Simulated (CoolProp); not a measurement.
Values from CoolProp's reference Helmholtz-energy equation of state, Zhou 2014.

Task: Give the vapour pressure (MPa), liquid density (kg/m³), vapour density (kg/m³), enthalpy of vaporisation (kJ/kg) of saturated cyclohexane at 328.7 K.

Result: 
| T (K) | p (MPa) | liquid density (kg/m³) | vapour density (kg/m³) | enthalpy of vaporisation (kJ/kg) |
|---|---|---|---|---|
| 328.7 | 0.0444 | 745 | 1.40 | 373 |
